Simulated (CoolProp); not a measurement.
Saturated liquid density (kg/m³) of methanol: the reference equation beside estimates from Tc = 240.2 °C, pc = 8.216 MPa, ω = 0.565.

Values from CoolProp's reference Helmholtz-energy equation of state, de Reuck 1993.

```tsv
T (°C)	reference	van der Waals	Soave-Redlich-Kwong	Peng-Robinson
29.25	782.3	383.0	603.1	678.8
34.05	777.7	380.6	599.7	675.2
38.85	773.2	378.2	596.1	671.4
43.55	768.7	375.7	592.6	667.6
48.35	764.1	373.2	588.9	663.7
53.15	759.5	370.7	585.1	659.6
57.95	754.8	368.1	581.2	655.4
62.75	750.1	365.5	577.2	651.1
67.45	745.4	362.9	573.1	646.7
```

Absolute difference from the reference over all 9 rows, mean and median: van der Waals 51.2 and 51.2 %, Soave-Redlich-Kwong 23.0 and 22.9 %, Peng-Robinson 13.2 and 13.2 %.
